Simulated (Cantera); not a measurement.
A Cantera script and its output.

```python
import numpy as np
import cantera as ct

gas = ct.Solution("h2o2.yaml")
gas.TPX = 1500, 1000000, {'H2': 1, 'O2': 0.217, 'N2': 0.817}
reactor = ct.IdealGasConstPressureReactor(gas, energy="on", clone=False)
net = ct.ReactorNet([reactor])
net.rtol, net.atol = 1e-08, 1e-16
show = ['H2', 'O2', 'H', 'H2O', 'O', 'H2O2', 'OH']
times = np.geomspace(9e-06, 1, 15)

steps = ct.SolutionArray(gas, extra=["t"])
rows = []
print(f"{'t/s':>10s}{'T/K':>9s}{'P/Pa':>11s}" + "".join(f"{s:>11s}" for s in show))
for t in times:
    while net.time < t:
        t_next = net.step()
        steps.append(gas.state, t=t_next)
    rows.append([np.interp(t, steps.t, y) for y in (steps.T, steps.P, *steps(*show).X.T)])
    print(f"{t:10.3e}{rows[-1][0]:9.1f}{rows[-1][1]:11.4g}" + "".join(f"{x:11.3e}" for x in rows[-1][2:]))
rate = np.gradient(steps.T, steps.t)
print("integrator steps:", len(steps.t))
if steps.T.max() > steps.T[0] + 200:
    print(f"time of steepest temperature rise: {steps.t[rate.argmax()]:.4e} s")
gas.TPX = 1500, 1000000, {'H2': 1, 'O2': 0.217, 'N2': 0.817}
gas.equilibrate("HP")
print(f"equilibrium (HP): T = {gas.T:.1f} K  " + "  ".join(f"{s} {gas[s].X[0]:.3e}" for s in show))
```

Output:

```
       t/s      T/K       P/Pa         H2         O2          H        H2O          O       H2O2         OH
 9.000e-06   2841.9      1e+06  2.992e-01  6.967e-05  2.167e-02  2.304e-01  2.197e-04  9.681e-08  4.858e-03
 2.064e-05   2867.5      1e+06  3.012e-01  4.820e-05  1.819e-02  2.317e-01  1.567e-04  7.192e-08  4.167e-03
 4.732e-05   2868.3      1e+06  3.013e-01  4.761e-05  1.809e-02  2.318e-01  1.549e-04  7.120e-08  4.146e-03
 1.085e-04   2868.3      1e+06  3.013e-01  4.761e-05  1.809e-02  2.318e-01  1.549e-04  7.120e-08  4.146e-03
 2.488e-04   2868.3      1e+06  3.013e-01  4.761e-05  1.809e-02  2.318e-01  1.549e-04  7.120e-08  4.146e-03
 5.706e-04   2868.3      1e+06  3.013e-01  4.761e-05  1.809e-02  2.318e-01  1.549e-04  7.120e-08  4.146e-03
 1.308e-03   2868.3      1e+06  3.013e-01  4.761e-05  1.809e-02  2.318e-01  1.549e-04  7.120e-08  4.146e-03
 3.000e-03   2868.3      1e+06  3.013e-01  4.761e-05  1.809e-02  2.318e-01  1.549e-04  7.120e-08  4.146e-03
 6.879e-03   2868.3      1e+06  3.013e-01  4.761e-05  1.809e-02  2.318e-01  1.549e-04  7.120e-08  4.146e-03
 1.577e-02   2868.3      1e+06  3.013e-01  4.761e-05  1.809e-02  2.318e-01  1.549e-04  7.120e-08  4.146e-03
 3.617e-02   2868.3      1e+06  3.013e-01  4.761e-05  1.809e-02  2.318e-01  1.549e-04  7.120e-08  4.146e-03
 8.294e-02   2868.3      1e+06  3.013e-01  4.761e-05  1.809e-02  2.318e-01  1.549e-04  7.120e-08  4.146e-03
 1.902e-01   2868.3      1e+06  3.013e-01  4.761e-05  1.809e-02  2.318e-01  1.549e-04  7.120e-08  4.146e-03
 4.361e-01   2868.3      1e+06  3.013e-01  4.761e-05  1.809e-02  2.318e-01  1.549e-04  7.120e-08  4.146e-03
 1.000e+00   2868.3      1e+06  3.013e-01  4.761e-05  1.809e-02  2.318e-01  1.549e-04  7.120e-08  4.146e-03
integrator steps: 1177
time of steepest temperature rise: 1.6644e-06 s
equilibrium (HP): T = 2868.3 K  H2 3.013e-01  O2 4.761e-05  H 1.809e-02  H2O 2.318e-01  O 1.549e-04  H2O2 7.120e-08  OH 4.146e-03
```

Model: the H2/O2 subset of GRI-Mech 3.0, which has no nitrogen chemistry, integrated in Cantera. The hydrogen kinetics of GRI-Mech 3.0 are dated; newer H2 mechanisms differ, most at raised pressure.
